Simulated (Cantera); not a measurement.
Silicon oxide and oxynitride deposition: TEOS + O₃ + N₂

Charge: 1 mol TEOS, 0.21 mol O₃, 1.3 mol N₂, held at 638 Torr.

Method: chemical equilibrium by Gibbs-energy minimisation in Cantera with the NASA 1993 tables (ideal gas, pure condensed phases). Candidate condensed phases: C, C₆H₆, C₇H₈, C₈H₁₈, H₂O, Si, SiC, SiO₂, Si₂N₂O, Si₃N₄; 151 gas species. The feed counts by its element totals alone. Mutual solubility and eutectic melting of coexisting phases are not modelled. The tables hold silica as quartz up to 1696 K and as liquid above; real silica turns to tridymite and cristobalite and melts near 1996 K. The numbers say what is thermodynamically allowed, not how fast it happens.

From 600 K to 800 K the condensed part is C(graphite) + SiO₂(α-quartz). From 900 K to 1400 K the condensed part is C(graphite) + SiO₂(β-quartz). At 1500 K the condensed part is C(graphite) + SiO₂(β-quartz) + Si₂N₂O(s). From 1600 K to 1700 K the condensed part is C(graphite) + Si₂N₂O(s). At 1800 K the condensed part is C(graphite) + SiC(s).

```json
[
 {"T (K)": "600", "x H₂": "0.0750", "x CH₄": "0.452", "x CO": "0.000219", "x H₂O": "0.285", "x N₂": "0.164", "x CO₂": "0.0235", "n C(graphite)": "4.24", "n SiO₂(α-quartz)": "1.00", "n SiO₂(β-quartz)": "0", "n Si₂N₂O(s)": "0", "n SiC(s)": "0"},
 {"T (K)": "700", "x H₂": "0.221", "x CH₄": "0.352", "x CO": "0.00301", "x H₂O": "0.242", "x N₂": "0.151", "x CO₂": "0.0310", "n C(graphite)": "4.69", "n SiO₂(α-quartz)": "1.00", "n SiO₂(β-quartz)": "0", "n Si₂N₂O(s)": "0", "n SiC(s)": "0"},
 {"T (K)": "800", "x H₂": "0.427", "x CH₄": "0.208", "x CO": "0.0207", "x H₂O": "0.176", "x N₂": "0.132", "x CO₂": "0.0359", "n C(graphite)": "5.40", "n SiO₂(α-quartz)": "1.00", "n SiO₂(β-quartz)": "0", "n Si₂N₂O(s)": "0", "n SiC(s)": "0"},
 {"T (K)": "900", "x H₂": "0.592", "x CH₄": "0.0930", "x CO": "0.0776", "x H₂O": "0.0949", "x N₂": "0.113", "x CO₂": "0.0286", "n C(graphite)": "5.72", "n SiO₂(α-quartz)": "0", "n SiO₂(β-quartz)": "1.00", "n Si₂N₂O(s)": "0", "n SiC(s)": "0"},
 {"T (K)": "1000", "x H₂": "0.669", "x CH₄": "0.0364", "x CO": "0.149", "x H₂O": "0.0335", "x N₂": "0.101", "x CO₂": "0.0107", "n C(graphite)": "5.47", "n SiO₂(α-quartz)": "0", "n SiO₂(β-quartz)": "1.00", "n Si₂N₂O(s)": "0", "n SiC(s)": "0"},
 {"T (K)": "1100", "x H₂": "0.698", "x CH₄": "0.0149", "x CO": "0.180", "x H₂O": "0.00953", "x N₂": "0.0958", "x CO₂": "0.00242", "n C(graphite)": "5.33", "n SiO₂(α-quartz)": "0", "n SiO₂(β-quartz)": "1.00", "n Si₂N₂O(s)": "0", "n SiC(s)": "0"},
 {"T (K)": "1200", "x H₂": "0.709", "x CH₄": "0.00675", "x CO": "0.187", "x H₂O": "0.00292", "x N₂": "0.0943", "x CO₂": "0.000560", "n C(graphite)": "5.32", "n SiO₂(α-quartz)": "0", "n SiO₂(β-quartz)": "1.00", "n Si₂N₂O(s)": "0", "n SiC(s)": "0"},
 {"T (K)": "1300", "x H₂": "0.713", "x CH₄": "0.00340", "x CO": "0.188", "x H₂O": "0.00104", "x N₂": "0.0937", "x CO₂": "0.000156", "n C(graphite)": "5.34", "n SiO₂(α-quartz)": "0", "n SiO₂(β-quartz)": "1.00", "n Si₂N₂O(s)": "0", "n SiC(s)": "0"},
 {"T (K)": "1400", "x H₂": "0.715", "x CH₄": "0.00188", "x CO": "0.189", "x H₂O": "0.000427", "x N₂": "0.0935", "x CO₂": "5.19e-5", "n C(graphite)": "5.35", "n SiO₂(α-quartz)": "0", "n SiO₂(β-quartz)": "1.000", "n Si₂N₂O(s)": "0", "n SiC(s)": "0"},
 {"T (K)": "1500", "x H₂": "0.701", "x CH₄": "0.00107", "x CO": "0.216", "x H₂O": "0.000221", "x N₂": "0.0809", "x CO₂": "2.64e-5", "n C(graphite)": "4.91", "n SiO₂(α-quartz)": "0", "n SiO₂(β-quartz)": "0.703", "n Si₂N₂O(s)": "0.149", "n SiC(s)": "0"},
 {"T (K)": "1600", "x H₂": "0.669", "x CH₄": "0.000620", "x CO": "0.277", "x H₂O": "0.000137", "x N₂": "0.0535", "x CO₂": "1.89e-5", "n C(graphite)": "3.86", "n SiO₂(α-quartz)": "0", "n SiO₂(β-quartz)": "0", "n Si₂N₂O(s)": "0.499", "n SiC(s)": "0"},
 {"T (K)": "1700", "x H₂": "0.668", "x CH₄": "0.000416", "x CO": "0.276", "x H₂O": "7.57e-5", "x N₂": "0.0534", "x CO₂": "9.16e-6", "n C(graphite)": "3.86", "n SiO₂(α-quartz)": "0", "n SiO₂(β-quartz)": "0", "n Si₂N₂O(s)": "0.497", "n SiC(s)": "0"},
 {"T (K)": "1800", "x H₂": "0.626", "x CH₄": "0.000257", "x CO": "0.289", "x H₂O": "4.39e-5", "x N₂": "0.0809", "x CO₂": "5.30e-6", "n C(graphite)": "2.39", "n SiO₂(α-quartz)": "0", "n SiO₂(β-quartz)": "0", "n Si₂N₂O(s)": "0", "n SiC(s)": "0.974"}
]
```
x: gas mole fraction; n: condensed amount in mol.
